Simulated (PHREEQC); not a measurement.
## Buffer: an equilibrium model

Consider water at 20 °C with 0.0072 mol KH2PO4 and 0.45 mol K2HPO4 per kg of water. Closed to the air; pH follows from the charge balance.

Model: ion-association model, phreeqc.dat, run in PHREEQC.

Precipitation was switched off in this run.

Problem. Estimate the pH, ionic strength.

Solution. pH 8.29; ionic strength 1.19 mol/kgw.

Problem. In which forms is K present?

Solution. K+ 91 %, KHPO4- 9.5 % of the K.

Caution: at this ionic strength the ion-association model is outside its range; a Pitzer model would be the better tool where its parameters exist.
